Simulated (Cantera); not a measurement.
# Hydrocarbon pyrolysis for carbon deposition

An isothermal, constant-pressure homogeneous reactor starts with C2H6 : N2 = 1 : 140 (molar parts), at 1898 K and 2670 Pa.

Model: GRI-Mech 3.0 (53 species, 325 reactions), integrated in Cantera. GRI-Mech 3.0 stops at C3 and has no aromatics, soot or wall deposition, so with more carbon than oxygen in the feed, carbon stays in small species such as C2H2 where larger ones or solid carbon would form. Radical loss at walls, strong at low pressure, is not modelled.

```tsv
t (s)	x C2H6	x CH3	x C2H2	x HCN	x H2
0.000200	0.00104	0.00760	0.000226	5.58e-6	0.00159
0.000570	1.53e-5	0.00313	0.00304	4.81e-5	0.00719
0.00162	5.52e-7	0.000748	0.00580	9.49e-5	0.0115
0.00462	7.45e-8	0.000268	0.00656	0.000126	0.0129
0.0132	1.50e-8	0.000117	0.00675	0.000149	0.0134
0.0375	3.09e-9	5.23e-5	0.00682	0.000170	0.0136
0.107	5.19e-10	2.13e-5	0.00686	0.000191	0.0137
0.304	4.57e-11	6.35e-6	0.00687	0.000212	0.0138
0.866	<1e-12	7.85e-7	0.00688	0.000225	0.0138
2.47	<1e-12	1.04e-7	0.00687	0.000227	0.0138
7.02	<1e-12	2.73e-8	0.00687	0.000228	0.0137
20.0	<1e-12	1.41e-8	0.00687	0.000228	0.0137
```
x: mole fraction; the columns are a selection and need not sum to one.

Equilibrium at this temperature and pressure: C2H6 <1e-12, CH3 2.08e-8, C2H2 0.000418, HCN 0.0131, H2 0.0137 (gas phase only).
